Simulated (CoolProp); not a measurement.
Dodecamethylpentasiloxane (MD3M) along the isobar 0.885 MPa: density (kg/m³) from the reference equation and from simpler models built on Tc = 354.9 °C, pc = 0.9540 MPa, ω = 0.730; each cubic takes its own stable root.

Values from CoolProp's reference Helmholtz-energy equation of state, Thol 2019.

```json
[
 {"T (°C)": "239.45", "phase": "liquid", "reference": "647.9", "Redlich-Kwong": "517.4", "Soave-Redlich-Kwong": "576.1"},
 {"T (°C)": "251.45", "phase": "liquid", "reference": "632.3", "Redlich-Kwong": "502.6", "Soave-Redlich-Kwong": "560.3"},
 {"T (°C)": "263.35", "phase": "liquid", "reference": "616.1", "Redlich-Kwong": "486.9", "Soave-Redlich-Kwong": "543.4"},
 {"T (°C)": "275.25", "phase": "liquid", "reference": "598.8", "Redlich-Kwong": "470.0", "Soave-Redlich-Kwong": "524.7"},
 {"T (°C)": "287.15", "phase": "liquid", "reference": "580.2", "Redlich-Kwong": "451.7", "Soave-Redlich-Kwong": "504.1"},
 {"T (°C)": "299.15", "phase": "liquid", "reference": "559.6", "Redlich-Kwong": "431.2", "Soave-Redlich-Kwong": "480.7"},
 {"T (°C)": "311.05", "phase": "liquid", "reference": "536.6", "Redlich-Kwong": "408.2", "Soave-Redlich-Kwong": "454.1"},
 {"T (°C)": "322.95", "phase": "liquid", "reference": "509.5", "Redlich-Kwong": "381.0", "Soave-Redlich-Kwong": "422.3"},
 {"T (°C)": "334.95", "phase": "liquid", "reference": "474.2", "Redlich-Kwong": "345.4", "Soave-Redlich-Kwong": "381.3"},
 {"T (°C)": "346.85", "phase": "liquid", "reference": "415.1", "Redlich-Kwong": "146.2", "Soave-Redlich-Kwong": "315.5"}
]
```
